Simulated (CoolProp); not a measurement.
Properties of R236EA along the isobar 6 MPa.

The numbers come from the reference Helmholtz-energy equation of state, Rui 2013 in CoolProp.

```json
[
 {"T (°C)": "45.35", "phase": "liquid", "Joule-Thomson coefficient (K/MPa)": "-0.1597", "expansivity (1/kK)": "2.258", "conductivity (mW/(m K))": "76.3"},
 {"T (°C)": "53.85", "phase": "liquid", "Joule-Thomson coefficient (K/MPa)": "-0.1271", "expansivity (1/kK)": "2.381", "conductivity (mW/(m K))": "73.6"},
 {"T (°C)": "62.35", "phase": "liquid", "Joule-Thomson coefficient (K/MPa)": "-0.08890", "expansivity (1/kK)": "2.523", "conductivity (mW/(m K))": "71.0"},
 {"T (°C)": "70.85", "phase": "liquid", "Joule-Thomson coefficient (K/MPa)": "-0.04377", "expansivity (1/kK)": "2.689", "conductivity (mW/(m K))": "68.5"},
 {"T (°C)": "79.35", "phase": "liquid", "Joule-Thomson coefficient (K/MPa)": "0.01021", "expansivity (1/kK)": "2.886", "conductivity (mW/(m K))": "66.0"},
 {"T (°C)": "87.85", "phase": "liquid", "Joule-Thomson coefficient (K/MPa)": "0.07586", "expansivity (1/kK)": "3.125", "conductivity (mW/(m K))": "63.6"},
 {"T (°C)": "96.35", "phase": "liquid", "Joule-Thomson coefficient (K/MPa)": "0.1573", "expansivity (1/kK)": "3.420", "conductivity (mW/(m K))": "61.2"},
 {"T (°C)": "104.85", "phase": "liquid", "Joule-Thomson coefficient (K/MPa)": "0.2608", "expansivity (1/kK)": "3.795", "conductivity (mW/(m K))": "58.9"},
 {"T (°C)": "113.35", "phase": "liquid", "Joule-Thomson coefficient (K/MPa)": "0.3960", "expansivity (1/kK)": "4.285", "conductivity (mW/(m K))": "56.6"},
 {"T (°C)": "121.85", "phase": "liquid", "Joule-Thomson coefficient (K/MPa)": "0.5781", "expansivity (1/kK)": "4.946", "conductivity (mW/(m K))": "54.3"},
 {"T (°C)": "130.35", "phase": "liquid", "Joule-Thomson coefficient (K/MPa)": "0.8321", "expansivity (1/kK)": "5.872", "conductivity (mW/(m K))": "52.0"},
 {"T (°C)": "138.85", "phase": "liquid", "Joule-Thomson coefficient (K/MPa)": "1.202", "expansivity (1/kK)": "7.224", "conductivity (mW/(m K))": "49.7"}
]
```

Thermal conductivity comes from a separate model (Huber 2003), an estimate that may be off by 10 % or more.
